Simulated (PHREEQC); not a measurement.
Make-up at 25 °C: 0.0016 mol/kgw CsOH, 0.00029 mol/kgw K2SiO3 and 0.2 mol/kgw K2CO3. Closed to the air; pH follows from the charge balance.

Computed with PHREEQC (ion-association model, wateq4f.dat).

Precipitation was switched off in this run.

Task: Estimate the pH.

Result: pH 11.55.

Task: In which forms is Si present?

Result: H3SiO4- 92 %, H2SiO4-2 6.5 %, H4SiO4 1.0 % of the Si.
